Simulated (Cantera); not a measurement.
# Premixed flame

A freely propagating, adiabatic, planar premixed flame of 12.4 % CH4, 19.2 % O2, 68.4 % N2, equivalence ratio 1.3, unburnt at 400 K and 0.400 bar; mixture-averaged transport, grid criteria slope 0.08 and curve 0.16, no radiation.

Detailed kinetics in Cantera: GRI-Mech 3.0 (53 species, 325 reactions). Burning velocities carry a grid error of a few per cent, more on coarse grids.

```
z (mm)  T (K)  u (m/s)     x CH4      x O2    x HCO     x CH3     x NO     x H2O
------  -----  -------  --------  --------  -------  --------  -------  --------
-2.77     400    0.646     0.124     0.191    <1e-8     <1e-8    <1e-8   1.32e-5
-1.85     402    0.651     0.124     0.190    <1e-8   8.71e-8    <1e-8  0.000251
-1.39     412    0.671     0.122     0.189    <1e-8   5.33e-7  2.90e-8   0.00140
-0.924    503    0.828     0.115     0.182    <1e-8   8.75e-6  4.11e-7    0.0114
-0.462   1001     1.69    0.0785     0.140  8.35e-7  0.000582  4.81e-6    0.0638
-0.231   1427     2.45    0.0429    0.0942  1.73e-5   0.00323  1.05e-5     0.110
0        1797     3.12    0.0117    0.0449  5.51e-5   0.00408  2.02e-5     0.153
0.231    1968     3.42   0.00137    0.0164  2.85e-5   0.00111  3.46e-5     0.175
0.462    2013     3.49  0.000101   0.00613  4.21e-6  0.000122  4.83e-5     0.182
0.924    2032     3.51   5.42e-7   0.00211  1.10e-7   8.82e-7  6.20e-5     0.182
1.85     2048     3.53     <1e-8   0.00147  6.67e-8     <1e-8  6.92e-5     0.181
3.70     2070     3.56     <1e-8   0.00113  5.70e-8     <1e-8  7.24e-5     0.183
7.39     2097     3.60     <1e-8  0.000743  4.48e-8     <1e-8  7.56e-5     0.185
```
x: mole fraction of selected species; z is measured from the peak of heat release.

```json
{
  "laminar_burning_velocity": "64.5 cm/s",
  "thermal_thickness": "0.924 mm",
  "peak x(HCO)": "5.57e-5",
  "peak x(CH3)": "0.00457",
  "grid_points": "151"
}
```
